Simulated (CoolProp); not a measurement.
The fluid at 298.15 K and 0.5 MPa expands adiabatically to 0.151 MPa with isentropic efficiency 0.9. The same conditions are run with several fluids, on thermodynamics alone (safety and materials aside).

Computed with CoolProp (reference Helmholtz-energy equation of state of each fluid (ammonia: Gao 2020; dry air: Lemmon 2000; methane: Setzmann 1991; ethylene: Smukala 2000; propylene: Lemmon 2013)). Blends and air are pseudo-pure fits.

| fluid | work (kJ/kg) | final temperature (K) | final phase | final density (kg/m³) |
|---|---|---|---|---|
| ammonia | (withheld) | 248.1 | (withheld) | 1.33 |
| dry air | (withheld) | 220.0 | gas | (withheld) |
| methane | (withheld) | (withheld) | gas | 1.27 |
| ethylene | (withheld) | 237.7 | gas | 2.18 |
| propylene | 55.1 | 254.6 | gas | 3.11 |

Complete the blanks.


- ammonia, work (kJ/kg): 132
- ammonia, final phase: two-phase, vapour fraction 0.969
- dry air, work (kJ/kg): 77.9
- dry air, final density (kg/m³): 2.40
- methane, work (kJ/kg): 144
- methane, final temperature (K): 230.5
- ethylene, work (kJ/kg): 82.3
